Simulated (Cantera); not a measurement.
A Cantera script and what it prints.

```python
import numpy as np
import cantera as ct

gas_names = """
    Br Br2 N N2 Si SiBr SiBr2 SiBr3 SiBr4 SiN Si2 Si2N Si3
""".split()
cond_names = """
    Br2(cr) Br2(L) Si(cr) Si(L) Si3N4(a)
""".split()


# ... load() reads the species with a 1 bar reference pressure and builds the phases ...
atoms = {
    'Si': {'Si': 1},
    'Br2': {'Br': 2},
    'N2': {'N': 2},
}
top_T = {'Si3N4(a)': 2400}  # K; cautious upper limits of use, not melting points


# ... equilibrate(T, P, feed) seeds the gas with the atoms and calls Mixture.equilibrate('TP', solver="vcs", rtol=1e-11, max_steps=5000) ...
results = []
feed = {'Si': 1, 'Br2': 5.2, 'N2': 0.17}  # mol
P = 35000  # Pa
for T in [523, 623, 723, 823, 923, 1023, 1123, 1223, 1323, 1423, 1523, 1623, 1723]:
    mix = equilibrate(T, P, feed)
    results.append((T, P, feed, dict(zip(mix.species_names, mix.species_moles))))
    x = sorted(zip(gas.X, gas.species_names), reverse=True)
    print(f"T = {T:g} K  P = {P:g} Pa  gas = {mix.phase_moles(0):.4g} mol")
    print("   x: " + "  ".join(f"{s} {v:.3e}" for v, s in x if v > 0.0001))
    print("   condensed (mol): " + ("  ".join(f"{mix.phase(i).name} {mix.phase_moles(i):.4g}"
          for i in range(1, mix.n_phases) if mix.phase_moles(i) > 1e-12) or "none"))
```

It prints:

```
T = 523 K  P = 35000 Pa  gas = 4.37 mol
   x: Br2 7.323e-01  SiBr4 2.288e-01  N2 3.890e-02
   condensed (mol): none
T = 623 K  P = 35000 Pa  gas = 4.37 mol
   x: Br2 7.323e-01  SiBr4 2.288e-01  N2 3.890e-02
   condensed (mol): none
T = 723 K  P = 35000 Pa  gas = 4.37 mol
   x: Br2 7.322e-01  SiBr4 2.288e-01  N2 3.890e-02
   condensed (mol): none
T = 823 K  P = 35000 Pa  gas = 4.371 mol
   x: Br2 7.317e-01  SiBr4 2.288e-01  N2 3.889e-02  Br 6.605e-04
   condensed (mol): none
T = 923 K  P = 35000 Pa  gas = 4.377 mol
   x: Br2 7.296e-01  SiBr4 2.285e-01  N2 3.884e-02  Br 3.099e-03
   condensed (mol): none
T = 1023 K  P = 35000 Pa  gas = 4.394 mol
   x: Br2 7.230e-01  SiBr4 2.276e-01  N2 3.869e-02  Br 1.074e-02
   condensed (mol): none
T = 1123 K  P = 35000 Pa  gas = 4.436 mol
   x: Br2 7.065e-01  SiBr4 2.254e-01  N2 3.832e-02  Br 2.969e-02
   condensed (mol): none
T = 1223 K  P = 35000 Pa  gas = 4.525 mol
   x: Br2 6.728e-01  SiBr4 2.210e-01  Br 6.864e-02  N2 3.757e-02
   condensed (mol): none
T = 1323 K  P = 35000 Pa  gas = 4.69 mol
   x: Br2 6.139e-01  SiBr4 2.132e-01  Br 1.366e-01  N2 3.624e-02
   condensed (mol): none
T = 1423 K  P = 35000 Pa  gas = 4.961 mol
   x: Br2 5.260e-01  Br 2.382e-01  SiBr4 2.015e-01  N2 3.427e-02  SiBr3 1.037e-04
   condensed (mol): none
T = 1523 K  P = 35000 Pa  gas = 5.354 mol
   x: Br2 4.144e-01  Br 3.670e-01  SiBr4 1.864e-01  N2 3.175e-02  SiBr3 3.718e-04
   condensed (mol): none
T = 1623 K  P = 35000 Pa  gas = 5.847 mol
   x: Br 5.039e-01  Br2 2.960e-01  SiBr4 1.697e-01  N2 2.907e-02  SiBr3 1.180e-03  SiBr2 1.052e-04
   condensed (mol): none
T = 1723 K  P = 35000 Pa  gas = 6.376 mol
   x: Br 6.244e-01  Br2 1.921e-01  SiBr4 1.527e-01  N2 2.666e-02  SiBr3 3.417e-03  SiBr2 7.440e-04
   condensed (mol): none
```

These are equilibrium values from Cantera (NASA tables, ideal gas, pure condensed phases), not measurements of a reactor. The tables' values for SiBr3 are old estimates; treat these amounts as uncertain.
